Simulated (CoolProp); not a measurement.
Vapour-liquid equilibrium of n-pentane (1) + toluene (2) at 9.79 kPa; x and y are mole fractions of (1).

Values from CoolProp's multi-fluid Helmholtz-energy mixture model, Thol 2019 and Lemmon 2006; pair parameters Bell 2016.

```tsv
x	bubble temperature, mixture model (K)	bubble temperature, Raoult's law (K)	y, mixture model	y, Raoult's law
0.05	299.7	305.8	0.597	0.460
0.125	285.5	293.5	0.827	0.733
0.2	277.7	285.3	0.898	0.846
0.275	272.7	279.3	0.931	0.902
0.35	269.2	274.6	0.949	0.934
0.425	266.6	270.8	0.961	0.954
0.5	264.4	267.7	0.969	0.968
0.575	262.6	265.0	0.975	0.977
0.65	261.0	262.6	0.981	0.984
0.725	259.6	260.6	0.985	0.989
0.8	258.2	258.7	0.990	0.993
0.875	256.9	257.1	0.994	0.996
0.95	255.5	255.6	0.997	0.999
```

The largest gap from Raoult's law is -8.0 K in bubble temperature, at x = 0.125. No azeotrope shows between x = 0.05 and 0.95.

Pair parameters are fitted to limited data, so mixtures are less certain than the pure fluids.
